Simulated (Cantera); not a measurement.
Input: 1 mol V, 10 mol H₂O, 85 mol N₂, equilibrated at 1.40 Pa.

Cantera equilibrium calculation (NASA polynomials, part measured and part estimated; ideal gas, pure solids and liquids). Candidate condensed phases: H₂O, V, VN, VO, V₂O₃, V₂O₄, V₂O₅; 28 gas species. Condensed phases not in the tables: the oxides between V₂O₃ and V₂O₅ other than VO₂. Kinetics and transport are ignored.

x: gas mole fraction; n: condensed amount in mol.

```csv
T (K),x N₂,x H,x H₂O,x O,x H₂,x VO₂,n V₂O₃(s)
1500,0.893,0.000597,0.0887,3.02e-6,0.0161,0.00107,0.449
1600,0.885,0.00205,0.0829,2.86e-5,0.0199,0.0100,0.0181
1700,0.882,0.00555,0.0805,0.000260,0.0199,0.0104,0
1800,0.874,0.0141,0.0725,0.00156,0.0217,0.0103,0
1900,0.856,(withheld),(withheld),(withheld),0.0252,0.0101,0
2000,0.826,(withheld),(withheld),(withheld),0.0259,0.00969,0
2100,0.790,0.116,0.0115,0.0350,0.0194,0.00921,0
```

Problem. Some entries are withheld; supply them.

Solution. 
- 1900, x H: 0.0337
- 1900, x H₂O: 0.0556
- 1900, x O: 0.00612
- 2000, x H: 0.0699
- 2000, x H₂O: 0.0321
- 2000, x O: 0.0171
